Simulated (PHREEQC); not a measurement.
## Sulfide liquor: speciation

Solution (25 °C): 0.0028 mol Na2S, 0.02 mol HCl and 4.1e-05 mol ZnCl2 per kg of water. Closed to the air; pH follows from the charge balance.

The numbers come from PHREEQC with the ion-association model, phreeqc.dat.

```yaml
pH: 1.89
ionic_strength: 0.0201 mol/kgw
specific_conductance: 6230 µS/cm
total_alkalinity: -14.4 meq/kg
```

| species | molality | activity | log γ |
|---|---|---|---|
| Cl- | 0.0201 | 0.0174 | -0.062 |
| H+ | 0.0144 | 0.0128 | -0.051 |
| Na+ | 0.00560 | 0.00489 | -0.059 |
| H2S | 0.00278 | 0.00279 | 0.002 |
| Zn+2 | 3.05e-5 | 1.78e-5 | -0.235 |
| Zn(HS)2 | 9.56e-6 | 9.60e-6 | 0.002 |

No solid was allowed to form. The solution is supersaturated, for example in Sphalerite (slow to form), so a real one may precipitate; this is no full list.
